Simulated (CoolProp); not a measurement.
Properties of trans-2-butene along the isotherm 206.75 °C (Tc = 155.5 °C, pc = 40.19 bar, ω = 0.210).

The numbers come from the reference Helmholtz-energy equation of state, Lemmon 2005 in CoolProp. It is a short technical equation, of lower accuracy than the large ones.

| p (bar) | phase | density (kg/m³) | cp (kJ/(kg K)) | cv (kJ/(kg K)) | isothermal compressibility (1/MPa) | fugacity coefficient |
|---|---|---|---|---|---|---|
| 1.27 | gas | 1.799 | 2.227 | 2.074 | 7.934 | 0.9925 |
| 1.98 | gas | 2.817 | 2.232 | 2.075 | 5.111 | 0.9883 |
| 3.08 | gas | 4.412 | 2.239 | 2.077 | 3.309 | 0.9818 |
| 4.8 | gas | 6.951 | 2.251 | 2.081 | 2.147 | 0.9717 |
| 7.47 | gas | 11.00 | 2.270 | 2.087 | 1.404 | 0.9561 |
| 11.6 | gas | 17.57 | 2.304 | 2.096 | 0.9315 | 0.9321 |
| 18.1 | gas | 28.75 | 2.368 | 2.111 | 0.6291 | 0.8950 |
| 28.2 | gas | 48.72 | 2.506 | 2.138 | 0.4453 | 0.8384 |
| 43.9 | supercritical | 89.49 | 2.896 | 2.187 | 0.3497 | 0.7532 |
| 68.4 | supercritical | 197.7 | 4.280 | 2.264 | 0.2802 | 0.6287 |
| 106 | supercritical | 334.1 | 3.589 | 2.220 | 0.05724 | 0.4924 |
| 166 | supercritical | 402.8 | 3.084 | 2.193 | 0.01837 | 0.3943 |
| 258 | supercritical | 451.3 | 2.882 | 2.186 | 0.008657 | 0.3429 |
| 402 | supercritical | 494.0 | 2.771 | 2.189 | 0.004698 | 0.3373 |

The peak of cp marks the crossing from liquid-like to gas-like fluid above the critical point.
